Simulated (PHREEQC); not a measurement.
A PHREEQC input (ion-association model, phreeqc.dat):

```
SOLUTION 1
  temp 71
  units mg/L
  pH 5.99
  pe 10.3
  Na 0.0248
  K 0.00482
  Ca 0.0391
  Mg 0.00123
  Cl 0.0823
  S(6) 0.00599 as S
  Alkalinity 0.0504 as HCO3
  Zn 4.65e-05
END
USE solution 1
EQUILIBRIUM_PHASES 1
  Gypsum 0 0
  CO2(g) -2 10
END
```

The run finishes without an error or a warning.

Its last state differs from that of the intended input:

```json
[
 {"quantity": "ionic strength (mol/kgw)", "as run": "1.25e-5", "intended": "1.23e-5"},
 {"quantity": "HSO4- (mol/kgw)", "as run": "4.49e-10", "intended": "1.50e-10"},
 {"quantity": "CaSO4 (mol/kgw)", "as run": "4.20e-11", "intended": "1.40e-11"},
 {"quantity": "SI of Gypsum (CaSO4:2H2O)", "as run": "-8.06", "intended": "-8.53"}
]
```

Question: One thing in the input isn't as intended. What explains the difference?

Answer: One answer among several that fit: The fault: sulfate typed 'as S' though the number is for SO4. The line should read `as SO4` where the input has `as S`.
